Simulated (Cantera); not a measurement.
# Adiabatic ignition

An adiabatic, constant-pressure homogeneous reactor starts with 5.78 % CH4, 1.39 % H2, 19.5 % O2, 73.4 % N2, equivalence ratio 0.63, at 975 K and 1.90 bar.

Detailed kinetics in Cantera: GRI-Mech 3.0 (53 species, 325 reactions). Below about 1000 K GRI-Mech 3.0 lacks low-temperature oxidation paths.

```json
[
 {"t (s)": "7.00e-6", "T (K)": "975", "x CH4": "0.0578", "x H2": "0.0139", "x O2": "0.195", "x O": "<1e-12", "x CH2CO": "<1e-12", "x HCO": "<1e-12"},
 {"t (s)": "1.99e-5", "T (K)": "975", "x CH4": "0.0578", "x H2": "0.0139", "x O2": "0.195", "x O": "<1e-12", "x CH2CO": "<1e-12", "x HCO": "<1e-12"},
 {"t (s)": "5.68e-5", "T (K)": "975", "x CH4": "0.0578", "x H2": "0.0139", "x O2": "0.195", "x O": "1.14e-12", "x CH2CO": "<1e-12", "x HCO": "<1e-12"},
 {"t (s)": "0.000162", "T (K)": "975", "x CH4": "0.0578", "x H2": "0.0139", "x O2": "0.195", "x O": "1.98e-12", "x CH2CO": "<1e-12", "x HCO": "<1e-12"},
 {"t (s)": "0.000461", "T (K)": "975", "x CH4": "0.0578", "x H2": "0.0139", "x O2": "0.195", "x O": "4.15e-12", "x CH2CO": "<1e-12", "x HCO": "<1e-12"},
 {"t (s)": "0.00131", "T (K)": "975", "x CH4": "0.0578", "x H2": "0.0139", "x O2": "0.195", "x O": "9.10e-12", "x CH2CO": "<1e-12", "x HCO": "<1e-12"},
 {"t (s)": "0.00374", "T (K)": "975", "x CH4": "0.0578", "x H2": "0.0139", "x O2": "0.195", "x O": "2.18e-11", "x CH2CO": "<1e-12", "x HCO": "<1e-12"},
 {"t (s)": "0.0106", "T (K)": "975", "x CH4": "0.0578", "x H2": "0.0139", "x O2": "0.195", "x O": "1.56e-10", "x CH2CO": "<1e-12", "x HCO": "<1e-12"},
 {"t (s)": "0.0303", "T (K)": "983", "x CH4": "0.0569", "x H2": "0.0136", "x O2": "0.194", "x O": "2.98e-8", "x CH2CO": "1.04e-8", "x HCO": "5.65e-10"},
 {"t (s)": "0.0863", "T (K)": "2246", "x CH4": "<1e-12", "x H2": "0.000526", "x O2": "0.0710", "x O": "0.000698", "x CH2CO": "<1e-12", "x HCO": "6.33e-11"},
 {"t (s)": "0.246", "T (K)": "2237", "x CH4": "<1e-12", "x H2": "0.000509", "x O2": "0.0689", "x O": "0.000654", "x CH2CO": "<1e-12", "x HCO": "5.82e-11"},
 {"t (s)": "0.700", "T (K)": "2235", "x CH4": "<1e-12", "x H2": "0.000504", "x O2": "0.0683", "x O": "0.000642", "x CH2CO": "<1e-12", "x HCO": "5.68e-11"}
]
```
x: mole fraction; the columns are a selection and need not sum to one.

```yaml
time_of_steepest_temperature_rise: 48.0 ms
temperature at 0.700 s: 2235 K
equilibrium_temperature: 2235 K
x(CH4) at 0.700 s: <1e-12 (gas-phase equilibrium <1e-12)
x(H2) at 0.700 s: 0.000504 (gas-phase equilibrium 0.000504)
x(O2) at 0.700 s: 0.0683 (gas-phase equilibrium 0.0683)
```
